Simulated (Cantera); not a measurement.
Cantera run, input and output.

```python
import numpy as np
import cantera as ct

gas = ct.Solution("gri30.yaml")
gas.TPX = 675, 140000, {'C3H8': 1, 'O2': 4.55, 'N2': 17.1}
inlet = ct.Reservoir(gas, clone=True)
gas.equilibrate("HP")  # start burning
reactor = ct.IdealGasConstPressureReactor(gas, energy="on", clone=False)
exhaust = ct.Reservoir(gas, clone=True)
tau = [0.38, 0.15, 0.063, 0.025, 0.01, 0.0042, 0.0017, 0.00069, 0.00028, 0.00011, 4.6e-05, 1.9e-05][0]
for a, b in ((inlet, reactor), (reactor, exhaust)):
    ct.MassFlowController(a, b, mdot=lambda t: reactor.mass / tau)
net = ct.ReactorNet([reactor])
show = ['C3H8', 'O2', 'CH2', 'C2H2', 'OH', 'HO2']

rows = []
print(f"{'tau/s':>10s}{'T/K':>9s}" + "".join(f"{s:>11s}" for s in show))
for tau in [0.38, 0.15, 0.063, 0.025, 0.01, 0.0042, 0.0017, 0.00069, 0.00028, 0.00011, 4.6e-05, 1.9e-05]:
    net.initial_time = 0.0
    net.advance(30 * tau)
    before = gas.X
    net.advance(40 * tau)
    drift = np.max(np.abs(gas.X - before) / (gas.X + 1e-9))
    rows.append([gas.T, *gas[show].X, drift])
    print(f"{tau:10.3e}{gas.T:9.1f}" + "".join(f"{x:11.3e}" for x in gas[show].X))
```

It prints:

```
     tau/s      T/K       C3H8         O2        CH2       C2H2         OH        HO2
 3.800e-01   2462.2  1.795e-08  3.500e-03  2.240e-08  1.933e-07  5.261e-03  8.065e-07
 1.500e-01   2460.0  4.495e-08  3.637e-03  5.545e-08  4.665e-07  5.359e-03  8.361e-07
 6.300e-02   2455.2  1.046e-07  3.921e-03  1.259e-07  1.008e-06  5.558e-03  8.969e-07
 2.500e-02   2444.1  2.510e-07  4.533e-03  2.868e-07  2.085e-06  5.970e-03  1.027e-06
 1.000e-02   2422.5  5.779e-07  5.626e-03  6.023e-07  3.781e-06  6.658e-03  1.263e-06
 4.200e-03   2388.8  1.231e-06  7.207e-03  1.129e-06  5.964e-06  7.553e-03  1.626e-06
 1.700e-03   2340.0  2.648e-06  9.367e-03  2.058e-06  9.065e-06  8.590e-03  2.208e-06
 6.900e-04   2281.6  5.707e-06  1.188e-02  3.685e-06  1.408e-05  9.486e-03  3.092e-06
 2.800e-04   2219.3  1.277e-05  1.472e-02  6.822e-06  2.424e-05  1.000e-02  4.476e-06
 1.100e-04   2152.7  3.206e-05  1.864e-02  1.409e-05  5.178e-05  9.858e-03  7.227e-06
 4.600e-05   2071.6  9.098e-05  2.585e-02  3.191e-05  1.481e-04  8.469e-03  1.536e-05
 1.900e-05    675.0  4.415e-02  2.009e-01  2.098e-32 -1.554e-16  1.115e-22  3.694e-15
```

Model: GRI-Mech 3.0 (53 species, 325 reactions), integrated in Cantera. GRI-Mech 3.0 was tuned for natural gas; its chemistry of propane as a main component is partial and can be far from experiment.
